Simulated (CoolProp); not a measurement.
A single-stage vapour-compression cycle with the fluid: evaporating at 286.15 K (dew point), condensing at 325.15 K (bubble point), superheat 8 K, subcooling 5 K, compressor efficiency 0.6, no pressure losses. The same conditions are run with several fluids, on thermodynamics alone (safety and materials aside).

Values from CoolProp's reference Helmholtz-energy equation of state of each fluid (carbonyl sulfide: Lemmon 2006; propyne: Polt 1992; neopentane: Lemmon 2006; C3F8 (R218): Lemmon 2006; n-hexane: Thol 2019; R1224YDZ: Akasaka 2023). The equations of Platzer and Polt are older, rougher fits.

Q: Rank carbonyl sulfide, propyne, neopentane, C3F8 (R218), n-hexane, R1224YDZ by cooling COP, highest first.

A: n-hexane (3.96), propyne (3.89), R1224YDZ (3.87), neopentane (3.81), carbonyl sulfide (3.65), C3F8 (R218) (2.95)

```json
[
 {"fluid": "carbonyl sulfide", "pressure ratio": "2.52", "discharge temperature (K)": "385.6", "refrigerating effect (kJ/kg)": "217", "volumetric capacity (kJ/m³)": "5700"},
 {"fluid": "propyne", "pressure ratio": "2.94", "discharge temperature (K)": "366.8", "refrigerating effect (kJ/kg)": "414", "volumetric capacity (kJ/m³)": "2980"},
 {"fluid": "neopentane", "pressure ratio": "3.27", "discharge temperature (K)": "335.2", "refrigerating effect (kJ/kg)": "247", "volumetric capacity (kJ/m³)": "874"},
 {"fluid": "C3F8 (R218)", "pressure ratio": "2.74", "discharge temperature (K)": "329.6", "refrigerating effect (kJ/kg)": "49.7", "volumetric capacity (kJ/m³)": "2820"},
 {"fluid": "n-hexane", "pressure ratio": "4.98", "discharge temperature (K)": "340.3", "refrigerating effect (kJ/kg)": "309", "volumetric capacity (kJ/m³)": "128"},
 {"fluid": "R1224YDZ", "pressure ratio": "3.72", "discharge temperature (K)": "343.1", "refrigerating effect (kJ/kg)": "137", "volumetric capacity (kJ/m³)": "819"}
]
```
